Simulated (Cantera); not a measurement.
Mixture: CH4 : H2 : O2 : N2 = 1 : 0.48 : 2.04 : 11.8 (molar parts), equivalence ratio 1.1, at 101000 Pa, adiabatic and at constant pressure. Ignition delay is the time to a rise of 400 K.

Cantera simulation using GRI-Mech 3.0 (53 species, 325 reactions); the numbers are that mechanism's predictions, not measurements. Below about 1000 K GRI-Mech 3.0 lacks low-temperature oxidation paths. Below about 950 K walls govern HO2 and H2O2 in real vessels.

### Question
What does this change do: pressure from 101000 Pa to 2400000 Pa?

### Answer
```
quantity                                                before       after
--------------------------------------------------  ----------  ----------
delay at 925 K                                         0.136 s     61.2 ms
delay at 1125 K                                        8.16 ms    0.947 ms
delay at 1325 K                                        1.37 ms     96.1 µs
delay at 1525 K                                       0.319 ms     25.7 µs
delay at 1725 K                                       0.105 ms     8.16 µs
apparent activation energy between 1525 and 1725 K  120 kJ/mol  130 kJ/mol
```
The pressure lies above the range GRI-Mech 3.0 was tuned for (to about 10 atm).

### Question
What does this change do: pressure from 101000 Pa to 81000 Pa?

### Answer
```json
[
 {"quantity": "delay at 925 K", "before": "0.136 s", "after": "0.131 s"},
 {"quantity": "delay at 1125 K", "before": "8.16 ms", "after": "9.88 ms"},
 {"quantity": "delay at 1325 K", "before": "1.37 ms", "after": "1.61 ms"},
 {"quantity": "delay at 1525 K", "before": "0.319 ms", "after": "0.381 ms"},
 {"quantity": "delay at 1725 K", "before": "0.105 ms", "after": "0.128 ms"},
 {"quantity": "apparent activation energy between 1525 and 1725 K", "before": "120 kJ/mol", "after": "120 kJ/mol"}
]
```
